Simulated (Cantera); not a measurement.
Si(CH₃)₄ + H₂ (silicon carbide growth)

Feed: 1 mol Si(CH₃)₄, 2 mol H₂, held at 0.133 bar.

These are equilibrium values from Cantera (NASA tables, ideal gas, pure condensed phases), not measurements of a reactor. Candidate condensed phases: C, C₆H₆, C₇H₈, C₈H₁₈, Si, SiC; 87 gas species. Gases not in the tables: Si₂H₆ and higher silanes. Equilibrium is a limit: real reactors are often held back by kinetics, nucleation or transport.

From 1248 K to 2598 K the condensed part is C(graphite) + SiC(s).

```tsv
T (K)	x H₂	x H	x Si	x C₂H₂ (acetylene)	x SiC₂	x Si₂C	x SiH	x CH₄	n C(graphite)	n SiC(s)
1248	0.999	1.28e-6	<1e-12	2.43e-7	<1e-12	<1e-12	<1e-12	0.00148	2.99	1.00
1398	0.999	1.30e-5	2.78e-11	2.45e-6	<1e-12	<1e-12	5.11e-11	0.000582	3.00	1.00
1548	1.000	8.43e-5	2.08e-9	1.57e-5	5.42e-12	4.57e-12	2.01e-9	0.000273	3.00	1.00
1698	0.999	0.000396	7.23e-8	7.20e-5	5.60e-10	4.31e-10	4.11e-8	0.000147	3.00	1.000
1848	0.998	0.00145	1.40e-6	0.000257	2.69e-8	1.91e-8	5.10e-7	8.75e-5	3.00	1.000
1998	0.995	0.00438	1.74e-5	0.000754	7.12e-7	4.72e-7	4.31e-6	5.63e-5	2.99	1.000
2148	0.987	0.0113	0.000151	0.00189	1.18e-5	7.35e-6	2.68e-5	3.83e-5	2.97	0.998
2298	0.969	0.0258	0.000980	0.00414	0.000134	7.92e-5	0.000130	2.69e-5	2.94	0.988
2448	0.932	0.0526	0.00506	0.00806	0.00113	0.000631	0.000511	1.89e-5	2.91	0.932
2598	0.854	0.0964	0.0215	0.0138	0.00733	0.00392	0.00166	1.25e-5	2.93	0.658
```
x: gas mole fraction; n: condensed amount in mol.
